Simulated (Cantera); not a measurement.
Cantera run:

```python
import numpy as np
import cantera as ct

gas_names = """
    C CH CH2 CH3 CH4 CN C2 C2H C2H2,acetylene C2H2,vinylidene C2H3,vinyl CH3CN C2H4 C2H5 C2H6 CCN CNC
    C2N2 C3 C3H3,propargyl C3H4,allene C3H4,propyne C3H4,cyclo- C3H5,allyl C3H6,propylene C3H6,cyclo-
    C3H7,n-propyl C3H7,i-propyl C3H8 C4 C4H2 C4H4,1,3-cyclo- C4H6,butadiene C4H6,2-butyne C4H6,cyclo-
    C4H8,1-butene C4H8,cis2-buten C4H8,tr2-butene C4H8,isobutene C4H8,cyclo- C4H9,n-butyl C4H9,i-butyl
    C4H9,s-butyl C4H9,t-butyl C4H10,isobutane C4H10,n-butane C4N2 C5 C5H6,1,3cyclo- C5H8,cyclo-
    C5H10,1-pentene C5H10,cyclo- C5H11,pentyl C5H11,t-pentyl C5H12,n-pentane C5H12,i-pentane
    CH3C(CH3)2CH3 C6H2 C6H5,phenyl C6H6 C6H10,cyclo- C6H12,1-hexene C6H12,cyclo- C6H13,n-hexyl
    C7H7,benzyl C7H8 C7H14,1-heptene C7H15,n-heptyl C7H16,n-heptane C8H8,styrene C8H10,ethylbenz
    C8H16,1-octene C8H17,n-octyl C8H18,isooctane C8H18,n-octane C9H19,n-nonyl C10H8,naphthale
    C10H21,n-decyl C12H9,o-bipheny C12H10,bipheny H HCN HCCN HNC H2 N NH NH2 NH3 N2 N2H2 N2H4
""".split()
cond_names = """
    C(gr) C6H6(L) C7H8(L) C8H18(L),n-octa
""".split()


def load(file, names, dense=False):
    # The tables refer to 1 bar. Condensed volumes are neglected.
    table = {s.name: s for s in ct.Species.list_from_file(file)}
    out = []
    for n in names:
        d = dict(table[n].input_data)
        d["thermo"] = dict(d["thermo"], **{"reference-pressure": 1e5})
        if dense:
            d["equation-of-state"] = {"model": "constant-volume", "density": "1e6 g/cm^3"}
        out.append(ct.Species.from_dict(d))
    return out


gas = ct.Solution(thermo="ideal-gas", species=load("nasa_gas.yaml", gas_names))
cond = {s.name: ct.Solution(thermo="fixed-stoichiometry", species=[s], name=s.name)
        for s in load("nasa_condensed.yaml", cond_names, dense=True)}
atoms = {
    'toluene': {'C': 7, 'H': 8},
    'H2': {'H': 2},
    'N2': {'N': 2},
}
top_T = {'C(gr)': 4500}  # K; cautious upper limits of use, not melting points


def equilibrate(T, P, feed):
    n = {}
    for name, mol in feed.items():
        for a, k in atoms[name].items():
            n[a] = n.get(a, 0.0) + k * mol
    gas.TPX = T, P, n
    mass = sum(n.values()) * gas.mean_molecular_weight
    gas.equilibrate("TP")
    valid = [c for c in cond.values() if c.min_temp <= T <= top_T.get(c.name, c.max_temp)]
    mix = ct.Mixture([(gas, mass / gas.mean_molecular_weight)] + [(c, 0.0) for c in valid])
    mix.T, mix.P = T, P
    mix.equilibrate("TP", solver="vcs", rtol=1e-11, max_steps=5000)
    return mix


results = []
feed = {'toluene': 1, 'H2': 7.1, 'N2': 1.1}  # mol
P = 1700  # Pa
for T in [1698, 1898, 2098, 2298, 2498, 2698, 2898]:
    mix = equilibrate(T, P, feed)
    results.append((T, P, feed, dict(zip(mix.species_names, mix.species_moles))))
    x = sorted(zip(gas.X, gas.species_names), reverse=True)
    print(f"T = {T:g} K  P = {P:g} Pa  gas = {mix.phase_moles(0):.4g} mol")
    print("   x: " + "  ".join(f"{s} {v:.3e}" for v, s in x if v > 1e-05))
    print("   condensed (mol): " + ("  ".join(f"{mix.phase(i).name} {mix.phase_moles(i):.4g}"
          for i in range(1, mix.n_phases) if mix.phase_moles(i) > 1e-12) or "none"))
```

Result:

```
T = 1698 K  P = 1700 Pa  gas = 12.21 mol
   x: H2 9.082e-01  N2 8.959e-02  H 1.057e-03  HCN 1.033e-03  C2H2,acetylene 6.544e-05  HNC 3.076e-05  CH4 1.547e-05
   condensed (mol): C(gr) 6.985
T = 1898 K  P = 1700 Pa  gas = 12.23 mol
   x: H2 9.026e-01  N2 8.848e-02  H 5.696e-03  HCN 2.729e-03  C2H2,acetylene 3.396e-04  HNC 1.276e-04
   condensed (mol): C(gr) 6.957
T = 2098 K  P = 1700 Pa  gas = 12.34 mol
   x: H2 8.842e-01  N2 8.603e-02  H 2.219e-02  HCN 5.873e-03  C2H2,acetylene 1.262e-03  HNC 3.954e-04
   condensed (mol): C(gr) 6.891
T = 2298 K  P = 1700 Pa  gas = 12.62 mol
   x: H2 8.363e-01  N2 8.130e-02  H 6.718e-02  HCN 1.065e-02  C2H2,acetylene 3.578e-03  HNC 9.679e-04  CN 3.625e-05  C2H 1.292e-05
   condensed (mol): C(gr) 6.762
T = 2498 K  P = 1700 Pa  gas = 13.29 mol
   x: H2 7.359e-01  H 1.640e-01  N2 7.349e-02  HCN 1.639e-02  C2H2,acetylene 7.894e-03  HNC 1.914e-03  CN 2.108e-04  C2H 1.258e-04  C4H2 3.497e-05  C3 2.834e-05
   condensed (mol): C(gr) 6.537
T = 2698 K  P = 1700 Pa  gas = 14.61 mol
   x: H2 5.704e-01  H 3.267e-01  N2 6.271e-02  HCN 2.118e-02  C2H2,acetylene 1.335e-02  HNC 3.061e-03  CN 9.074e-04  C2H 8.088e-04  C3 5.041e-04  C4H2 1.299e-04  C 1.217e-04  C2 4.825e-05  C2H2,vinylidene 1.932e-05  C2N2 1.463e-05
   condensed (mol): C(gr) 6.184
T = 2898 K  P = 1700 Pa  gas = 16.83 mol
   x: H 5.280e-01  H2 3.635e-01  N2 5.054e-02  HCN 2.259e-02  C2H2,acetylene 1.664e-02  C3 5.945e-03  HNC 3.921e-03  C2H 3.569e-03  CN 3.063e-03  C 1.091e-03  C2 5.919e-04  C4H2 3.175e-04  C5 7.902e-05  CH 4.585e-05  C2H2,vinylidene 4.110e-05  C2N2 3.072e-05  CH2 1.536e-05  C4 1.487e-05  N 1.216e-05
   condensed (mol): C(gr) 5.45
```

Cantera equilibrium calculation (NASA polynomials, part measured and part estimated; ideal gas, pure solids and liquids).
